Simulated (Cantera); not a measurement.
A closed system holds: 1 mol NaCl, 100 mol H2, equilibrated at 502 °C and 31.0 Pa.

Method: chemical equilibrium by Gibbs-energy minimisation in Cantera with the NASA 1993 tables (ideal gas, pure condensed phases). Candidate condensed phases: Na, NaCl; 10 gas species. The numbers say what is thermodynamically allowed, not how fast it happens.

Problem. What is the equilibrium state?

Solution. 
```
Quantity                              Value
--------------------------------  ---------
x(H2)                                 1.000
x(NaCl)                             9.44e-5
x(Na2Cl2)                           1.84e-5
n(NaCl(s))                        0.987 mol
gas amount                        100.0 mol
log10 activity of Na(l) (absent)      -7.84
```
